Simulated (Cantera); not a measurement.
Input: 1 mol CF4, 1.9 mol H2, at 13300 Pa.

Equilibrium computed with Cantera from the NASA thermochemical tables; the gas is ideal and each condensed phase is pure. Candidate condensed phases: C, C6H6, C7H8, C8H18; 95 gas species. Gases not in the tables: C2F6 and larger saturated fluorocarbons. Kinetics and transport are ignored.

### Question
What share of the C ends up in condensed phases as a function of T (°C), at 1775, 1925, 2075, 2225, 2375, 2525, 2675, 2825, 2975?

### Answer
| T (°C) | C condensed (%) | as |
|---|---|---|
| 1775 | 94.4 | C(graphite) |
| 1925 | 93.7 | C(graphite) |
| 2075 | 93.9 | C(graphite) |
| 2225 | 95.1 | C(graphite) |
| 2375 | 96.4 | C(graphite) |
| 2525 | 96.6 | C(graphite) |
| 2675 | 94.5 | C(graphite) |
| 2825 | 84.8 | C(graphite) |
| 2975 | 47.0 | C(graphite) |
